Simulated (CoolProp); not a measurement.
A single-stage vapour-compression cycle with the fluid: evaporating at 226.15 K (dew point), condensing at 257.15 K (bubble point), superheat 2 K, subcooling 8 K, compressor efficiency 0.7, no pressure losses. The same conditions are run with several fluids, on thermodynamics alone (safety and materials aside).

Values from CoolProp's reference Helmholtz-energy equation of state of each fluid (CH2F2 (R32): Tillner-Roth 1997; R22: Kamei 1995; C3F8 (R218): Lemmon 2006; R134a: Tillner-Roth 1994; n-butane: Bücker 2006; R410A: Lemmon 2003). Blends and air are pseudo-pure fits.

| fluid | cooling COP | pressure ratio | discharge temperature (K) | refrigerating effect (kJ/kg) | volumetric capacity (kJ/m³) |
|---|---|---|---|---|---|
| CH2F2 (R32) | 4.61 | 3.69 | 322.4 | 341 | 1250 |
| R22 | ___ | ___ | 304.8 | 213 | 752 |
| C3F8 (R218) | ___ | ___ | 258.9 | 87.6 | ___ |
| R134a | 4.79 | 4.50 | ___ | 203 | 389 |
| n-butane | ___ | 4.77 | 280.6 | 377 | 132 |
| R410A | 4.68 | 3.69 | 298.8 | ___ | 1210 |

Q: Complete the blanks.

A: 
- R22, cooling COP: 4.73
- R22, pressure ratio: 3.80
- C3F8 (R218), cooling COP: 4.64
- C3F8 (R218), pressure ratio: 3.82
- C3F8 (R218), volumetric capacity (kJ/m³): 562
- R134a, discharge temperature (K): 286.2
- n-butane, cooling COP: 4.85
- R410A, refrigerating effect (kJ/kg): 238
